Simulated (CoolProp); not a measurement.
Vapour-liquid equilibrium of R1234yf (1) + R227EA (2) at 293.4 K; x and y are mole fractions of (1).

Computed with CoolProp (multi-fluid Helmholtz-energy mixture model, Lemmon 2022 and Lemmon 2016; pair parameters Bell 2016).

```
x     bubble pressure (MPa)  y at the bubble point  dew pressure at overall composition x (MPa)  liquid density (mol/L)
----  ---------------------  ---------------------  -------------------------------------------  ----------------------
0.05                 0.4027                  0.071                                       0.3995                   8.340
0.15                 0.4234                  0.203                                       0.4149                   8.468
0.25                 0.4437                  0.323                                       0.4312                   8.599
0.35                 0.4639                  0.434                                       0.4485                   8.735
0.45                 0.4839                  0.537                                       0.4669                   8.875
0.55                 0.5040                  0.633                                       0.4866                   9.020
0.65                 0.5241                  0.723                                       0.5077                   9.168
0.75                 0.5444                  0.808                                       0.5304                   9.321
0.85                 0.5650                  0.888                                       0.5550                   9.478
0.95                 0.5857                  0.964                                       0.5818                   9.640
```

No azeotrope shows between x = 0.05 and 0.95.

Pair parameters are fitted to limited data, so mixtures are less certain than the pure fluids.
